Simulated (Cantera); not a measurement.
Input (Python, Cantera) and output of one run.

```python
import numpy as np
import cantera as ct

gas_names = """
    Electron C C+ C- CH CH+ CH2 CH3 CH2OH CH3O CH4 CH3OH CO CO+ CO2 CO2+ COOH C2 C2+ C2- C2H CHCO,ketyl
    C2H2,acetylene C2H2,vinylidene CH2CO,ketene C2H3,vinyl CH3CO,acetyl C2H4 C2H4O,ethylen
    CH3CHO,ethanal CH3COOH (HCOOH)2 C2H5 C2H6 CH3OCH3 C2H5OH C2O C3 C3H3,propargyl C3H4,allene
    C3H4,propyne C3H4,cyclo- C3H5,allyl C3H6,propylene C3H6,cyclo- C3H6O C3H7,n-propyl C3H7,i-propyl
    C3H8 C3H8O,1propanol C3H8O,2propanol C3O2 C4 C4H2 C4H4,1,3-cyclo- C4H6,butadiene C4H6,2-butyne
    C4H6,cyclo- C4H8,1-butene C4H8,cis2-buten C4H8,tr2-butene C4H8,isobutene C4H8,cyclo- (CH3COOH)2
    C4H9,n-butyl C4H9,i-butyl C4H9,s-butyl C4H9,t-butyl C4H10,isobutane C4H10,n-butane C5 C5H6,1,3cyclo-
    C5H8,cyclo- C5H10,1-pentene C5H10,cyclo- C5H11,pentyl C5H11,t-pentyl C5H12,n-pentane C5H12,i-pentane
    CH3C(CH3)2CH3 C6H2 C6H5,phenyl C6H5O,phenoxy C6H6 C6H5OH,phenol C6H10,cyclo- C6H12,1-hexene
    C6H12,cyclo- C6H13,n-hexyl C7H7,benzyl C7H8 C7H8O,cresol C7H14,1-heptene C7H15,n-heptyl
    C7H16,n-heptane C8H8,styrene C8H10,ethylbenz C8H16,1-octene C8H17,n-octyl C8H18,isooctane
    C8H18,n-octane C9H19,n-nonyl C10H8,naphthale C10H21,n-decyl C12H9,o-bipheny C12H10,bipheny H H+ H-
    HCO HCO+ HO2 H2 H2+ H2- HCHO,formaldehy HCOOH H2O H2O+ H2O2 H3O+ O O+ O- OH OH+ OH- O2 O2+ O2- O3
""".split()
cond_names = """
    C(gr) C6H6(L) C7H8(L) C8H18(L),n-octa H2O(s) H2O(L)
""".split()


def load(file, names, dense=False):
    # The tables refer to 1 bar. Condensed volumes are neglected.
    table = {s.name: s for s in ct.Species.list_from_file(file)}
    out = []
    for n in names:
        d = dict(table[n].input_data)
        d["thermo"] = dict(d["thermo"], **{"reference-pressure": 1e5})
        if dense:
            d["equation-of-state"] = {"model": "constant-volume", "density": "1e6 g/cm^3"}
        out.append(ct.Species.from_dict(d))
    return out


gas = ct.Solution(thermo="ideal-gas", species=load("nasa_gas.yaml", gas_names))
cond = {s.name: ct.Solution(thermo="fixed-stoichiometry", species=[s], name=s.name)
        for s in load("nasa_condensed.yaml", cond_names, dense=True)}
atoms = {
    'C6H6': {'C': 6, 'H': 6},
    'H2O': {'H': 2, 'O': 1},
}
top_T = {'C(gr)': 4500}  # K; cautious upper limits of use, not melting points


def equilibrate(T, P, feed):
    n = {}
    for name, mol in feed.items():
        for a, k in atoms[name].items():
            n[a] = n.get(a, 0.0) + k * mol
    gas.TPX = T, P, n
    mass = sum(n.values()) * gas.mean_molecular_weight
    gas.equilibrate("TP")
    valid = [c for c in cond.values() if c.min_temp <= T <= top_T.get(c.name, c.max_temp)]
    mix = ct.Mixture([(gas, mass / gas.mean_molecular_weight)] + [(c, 0.0) for c in valid])
    mix.T, mix.P = T, P
    mix.equilibrate("TP", solver="vcs", rtol=1e-11, max_steps=5000)
    return mix


results = []
feed = {'C6H6': 1, 'H2O': 5.6}  # mol
P = 101325  # Pa
for T in [2000, 2250, 2500, 2750, 3000, 3250, 3500, 3750, 4000, 4250, 4500, 4750, 5000]:
    mix = equilibrate(T, P, feed)
    results.append((T, P, feed, dict(zip(mix.species_names, mix.species_moles))))
    x = sorted(zip(gas.X, gas.species_names), reverse=True)
    print(f"T = {T:g} K  P = {P:g} Pa  gas = {mix.phase_moles(0):.4g} mol")
    print("   x: " + "  ".join(f"{s} {v:.3e}" for v, s in x if v > 1e-06))
    print("   condensed (mol): " + ("  ".join(f"{mix.phase(i).name} {mix.phase_moles(i):.4g}"
          for i in range(1, mix.n_phases) if mix.phase_moles(i) > 1e-12) or "none"))
```

Output:

```
T = 2000 K  P = 101325 Pa  gas = 14.21 mol
   x: H2 6.039e-01  CO 3.942e-01  H 1.255e-03  C2H2,acetylene 4.639e-04  CH4 1.569e-04  H2O 2.827e-05  CH3 6.454e-06  CO2 4.025e-06  C2H4 1.912e-06
   condensed (mol): C(gr) 0.3849
T = 2250 K  P = 101325 Pa  gas = 14.24 mol
   x: H2 5.989e-01  CO 3.933e-01  H 5.710e-03  C2H2,acetylene 2.005e-03  CH4 8.600e-05  CH3 1.556e-05  H2O 1.161e-05  C4H2 2.741e-06  C2H4 2.372e-06  CO2 1.400e-06
   condensed (mol): C(gr) 0.3414
T = 2500 K  P = 101325 Pa  gas = 14.34 mol
   x: H2 5.838e-01  CO 3.906e-01  H 1.908e-02  C2H2,acetylene 6.316e-03  CH4 5.181e-05  CH3 3.046e-05  C4H2 2.822e-05  C2H 1.483e-05  H2O 5.616e-06  C2H2,vinylidene 4.923e-06  C2H4 2.715e-06  CH2 2.062e-06  HCO 1.083e-06
   condensed (mol): C(gr) 0.2154
T = 2750 K  P = 101325 Pa  gas = 14.57 mol
   x: H2 5.515e-01  CO 3.844e-01  H 5.047e-02  C2H2,acetylene 1.322e-02  C2H 1.403e-04  C4H2 1.319e-04  CH3 4.601e-05  CH4 2.971e-05  C2H2,vinylidene 2.216e-05  C3 1.310e-05  CH2 9.312e-06  C 3.440e-06  H2O 3.234e-06  C3H3,propargyl 2.808e-06  C2H4 2.405e-06  C2H3,vinyl 2.386e-06  HCO 2.012e-06  CH 1.811e-06  C6H2 1.388e-06  C2 1.372e-06
   condensed (mol): none
T = 3000 K  P = 101325 Pa  gas = 15.04 mol
   x: H2 5.032e-01  CO 3.723e-01  H 1.113e-01  C2H2,acetylene 1.234e-02  C2H 4.688e-04  C4H2 1.262e-04  C3 7.617e-05  CH3 4.401e-05  C2H2,vinylidene 3.890e-05  C 3.140e-05  CH2 2.263e-05  CH4 1.256e-05  C2 1.233e-05  CH 1.007e-05  HCO 3.242e-06  C2H3,vinyl 2.675e-06  H2O 2.659e-06  C3H3,propargyl 2.547e-06  C2O 1.517e-06  C6H2 1.369e-06  C2H4 1.051e-06
   condensed (mol): none
T = 3250 K  P = 101325 Pa  gas = 15.87 mol
   x: H2 4.264e-01  CO 3.528e-01  H 2.083e-01  C2H2,acetylene 1.038e-02  C2H 1.210e-03  C3 3.213e-04  C 2.010e-04  C4H2 1.056e-04  C2 7.656e-05  C2H2,vinylidene 5.559e-05  CH2 4.321e-05  CH 4.058e-05  CH3 3.663e-05  CH4 5.072e-06  HCO 4.528e-06  C2O 3.558e-06  C2H3,vinyl 2.514e-06  C5 2.374e-06  H2O 2.046e-06  C3H3,propargyl 1.975e-06  C6H2 1.146e-06
   condensed (mol): none
T = 3500 K  P = 101325 Pa  gas = 17.13 mol
   x: H 3.351e-01  CO 3.270e-01  H2 3.262e-01  C2H2,acetylene 6.968e-03  C2H 2.254e-03  C 9.247e-04  C3 9.053e-04  C2 3.215e-04  CH 1.181e-04  CH2 6.210e-05  C4H2 6.200e-05  C2H2,vinylidene 5.844e-05  CH3 2.430e-05  C2O 6.733e-06  C5 6.029e-06  HCO 5.499e-06  C4 3.322e-06  C2H3,vinyl 1.739e-06  CH4 1.717e-06  H2O 1.496e-06  C3H3,propargyl 1.087e-06
   condensed (mol): none
T = 3750 K  P = 101325 Pa  gas = 18.7 mol
   x: H 4.681e-01  CO 2.994e-01  H2 2.209e-01  C2H2,acetylene 3.193e-03  C 3.018e-03  C2H 2.698e-03  C3 1.455e-03  C2 8.419e-04  CH 2.395e-04  CH2 6.303e-05  C2H2,vinylidene 3.934e-05  C4H2 1.915e-05  CH3 1.168e-05  C2O 9.970e-06  C5 6.718e-06  HCO 5.885e-06  C4 5.665e-06  O 1.475e-06  OH 1.218e-06  H2O 1.099e-06
   condensed (mol): none
T = 4000 K  P = 101325 Pa  gas = 20.28 mol
   x: H 5.777e-01  CO 2.762e-01  H2 1.331e-01  C 7.021e-03  C2H 1.987e-03  C2 1.334e-03  C3 1.242e-03  C2H2,acetylene 9.365e-04  CH 3.386e-04  CH2 4.466e-05  C2H2,vinylidene 1.609e-05  C2O 1.160e-05  HCO 5.732e-06  O 5.314e-06  C4 4.230e-06  CH3 3.970e-06  C5 2.849e-06  C4H2 2.717e-06  OH 2.179e-06
   condensed (mol): none
T = 4250 K  P = 101325 Pa  gas = 21.49 mol
   x: H 6.501e-01  CO 2.605e-01  H2 7.426e-02  C 1.184e-02  C2 1.283e-03  C2H 9.074e-04  C3 5.538e-04  CH 3.437e-04  C2H2,acetylene 1.778e-04  CH2 2.297e-05  O 2.089e-05  C2O 1.076e-05  HCO 5.300e-06  OH 4.308e-06  C2H2,vinylidene 4.083e-06  C4 1.346e-06
   condensed (mol): none
T = 4500 K  P = 101325 Pa  gas = 22.26 mol
   x: H 6.912e-01  CO 2.515e-01  H2 4.049e-02  C 1.515e-02  C2 8.007e-04  C2H 2.796e-04  CH 2.681e-04  C3 1.403e-04  O 8.941e-05  C2H2,acetylene 2.410e-05  OH 9.572e-06  CH2 9.353e-06  C2O 8.240e-06  HCO 4.812e-06  Electron 1.727e-06  C+ 1.244e-06
   condensed (mol): none
T = 4750 K  P = 101325 Pa  gas = 22.68 mol
   x: H 7.132e-01  CO 2.465e-01  H2 2.243e-02  C 1.677e-02  C2 4.133e-04  O 3.751e-04  CH 1.861e-04  C2H 7.495e-05  C3 2.871e-05  OH 2.179e-05  C2O 5.832e-06  HCO 4.361e-06  Electron 4.043e-06  CH2 3.536e-06  C+ 3.092e-06  C2H2,acetylene 3.032e-06  CO2 1.048e-06
   condensed (mol): none
T = 5000 K  P = 101325 Pa  gas = 22.93 mol
   x: H 7.243e-01  CO 2.428e-01  C 1.822e-02  H2 1.285e-02  O 1.381e-03  C2 2.242e-04  CH 1.311e-04  OH 4.566e-05  C2H 2.225e-05  Electron 8.857e-06  C+ 6.872e-06  C3 6.726e-06  C2O 4.256e-06  HCO 3.952e-06  CO2 1.965e-06  CH2 1.422e-06  H2O 1.003e-06
   condensed (mol): none
```

Cantera equilibrium calculation (NASA polynomials, part measured and part estimated; ideal gas, pure solids and liquids).
